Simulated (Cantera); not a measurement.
An adiabatic, constant-volume homogeneous reactor starts with CH3OH : O2 : N2 = 1 : 4.41 : 14.6 (molar parts), at 1400 K and 5.00 bar. Integrator tolerance rtol = 1e-08.

Detailed kinetics in Cantera: GRI-Mech 3.0 (53 species, 325 reactions). GRI-Mech 3.0 was tuned for natural gas; its chemistry of methanol as a main component is partial and can be far from experiment.

What does this change do: initial temperature 1400 to 1800 K?


| quantity | before | after |
|---|---|---|
| time of steepest temperature rise | 0.188 ms | 7.72 µs |
| temperature at 0.600 s | 2404 K | 2668 K |
| equilibrium temperature | 2404 K | 2668 K |
| x(CH3OH) at 0.600 s | <1e-12 (gas-phase equilibrium <1e-12) | <1e-12 (gas-phase equilibrium <1e-12) |
| x(O2) at 0.600 s | 0.133 (gas-phase equilibrium 0.133) | 0.127 (gas-phase equilibrium 0.127) |
| x(CH2CO) at 0.600 s | <1e-12 (gas-phase equilibrium <1e-12) | <1e-12 (gas-phase equilibrium <1e-12) |
| x(CO) at 0.600 s | 0.000961 (gas-phase equilibrium 0.000961) | 0.00385 (gas-phase equilibrium 0.00385) |
| x(C2H) at 0.600 s | <1e-12 (gas-phase equilibrium <1e-12) | <1e-12 (gas-phase equilibrium <1e-12) |
| x(NO) at 0.600 s | 0.0146 (gas-phase equilibrium 0.0146) | 0.0222 (gas-phase equilibrium 0.0222) |

What does this change do: pressure from 5.00 bar to 2.20 bar?


```json
[
 {"quantity": "time of steepest temperature rise", "before": "0.188 ms", "after": "0.378 ms"},
 {"quantity": "temperature at 0.600 s", "before": "2404 K", "after": "2392 K"},
 {"quantity": "equilibrium temperature", "before": "2404 K", "after": "2392 K"},
 {"quantity": "x(CH3OH) at 0.600 s", "before": "<1e-12 (gas-phase equilibrium <1e-12)", "after": "<1e-12 (gas-phase equilibrium <1e-12)"},
 {"quantity": "x(O2) at 0.600 s", "before": "0.133 (gas-phase equilibrium 0.133)", "after": "0.133 (gas-phase equilibrium 0.133)"},
 {"quantity": "x(CH2CO) at 0.600 s", "before": "<1e-12 (gas-phase equilibrium <1e-12)", "after": "<1e-12 (gas-phase equilibrium <1e-12)"},
 {"quantity": "x(CO) at 0.600 s", "before": "0.000961 (gas-phase equilibrium 0.000961)", "after": "0.00134 (gas-phase equilibrium 0.00134)"},
 {"quantity": "x(C2H) at 0.600 s", "before": "<1e-12 (gas-phase equilibrium <1e-12)", "after": "<1e-12 (gas-phase equilibrium <1e-12)"},
 {"quantity": "x(NO) at 0.600 s", "before": "0.0146 (gas-phase equilibrium 0.0146)", "after": "0.0142 (gas-phase equilibrium 0.0142)"}
]
```
